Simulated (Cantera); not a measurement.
Input: 1 mol SiCl4, 260 mol H2, held at 75.0 Torr.

Equilibrium computed with Cantera from the NASA thermochemical tables; the gas is ideal and each condensed phase is pure. Candidate condensed phases: Si; 19 gas species. Equilibrium is a limit: real reactors are often held back by kinetics, nucleation or transport. All values below are at 1350 °C.

Base state: H2 0.985, HCl 0.0139, SiCl2 0.000684, H 0.000217 (mole fractions); condensed: Si(s).

Question: What changes in the equilibrium state with this change: H2 from 260 to 16 mol?

Answer: 
```
species       before     after
----------  --------  --------
H2             0.985     0.835
HCl           0.0139     0.111
SiCl2       0.000684    0.0514
SiCl4        4.50e-8  0.000254
SiCl3        3.63e-6   0.00236
SiHCl3       4.95e-7  0.000297
SiH2Cl2      9.20e-7   5.85e-5
Si(s), mol     0.816    0.0231
```
The tables' values for SiCl3, SiCl are old estimates; treat these amounts as uncertain.
